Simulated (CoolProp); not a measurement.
Vapour-liquid equilibrium of propylene (1) + n-heptane (2) at 0.268 MPa; x and y are mole fractions of (1).

Computed with CoolProp (multi-fluid Helmholtz-energy mixture model, Lemmon 2013 and Span 2003; pair parameters Bell 2016).

**Question.** Give the bubble temperature and the first vapour's composition at x = 0.05, 0.35, 0.95. Is there an azeotrope?

**Answer.** x = 0.05: 98.9 °C, y = 0.613; x = 0.35: 4.3 °C, y = 0.994; x = 0.95: -22.2 °C, y = 1.000. No azeotrope shows between x = 0.05 and 0.95.

The pair parameters rest on a limited set of measurements; away from them the model extrapolates. The gap from Raoult's law changes sign with composition, which may be real or a fault of the pair parameters; it wasn't checked against measurements.
